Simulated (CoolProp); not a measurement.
Vapour-liquid equilibrium of n-heptane (1) + ethylbenzene (2) at 409.9 K; x and y are mole fractions of (1).

Computed with CoolProp (multi-fluid Helmholtz-energy mixture model, Span 2003 and Zhou 2012; pair parameters Bell 2016).

| x | bubble pressure (bar) | y at the bubble point | dew pressure at overall composition x (bar) | liquid density (mol/L) |
|---|---|---|---|---|
| 0.05 | 1.152 | 0.146 | 1.069 | 7.074 |
| 0.15 | 1.376 | 0.349 | 1.156 | 6.915 |
| 0.25 | 1.577 | (withheld) | 1.258 | 6.760 |
| 0.35 | 1.760 | 0.592 | 1.377 | 6.611 |
| 0.45 | 1.931 | 0.676 | (withheld) | 6.465 |
| 0.55 | 2.092 | 0.746 | 1.682 | 6.324 |
| 0.65 | 2.247 | 0.809 | 1.876 | 6.188 |
| 0.75 | 2.397 | 0.866 | 2.101 | 6.056 |
| 0.85 | (withheld) | 0.921 | 2.354 | 5.928 |
| 0.95 | 2.695 | 0.974 | 2.628 | (withheld) |

Some entries are withheld; supply them.


- 0.25, y at the bubble point: 0.488
- 0.45, dew pressure at overall composition x (bar): 1.517
- 0.85, bubble pressure (bar): 2.546
- 0.95, liquid density (mol/L): 5.805

No azeotrope shows between x = 0.05 and 0.95.

The pair parameters rest on a limited set of measurements; away from them the model extrapolates.
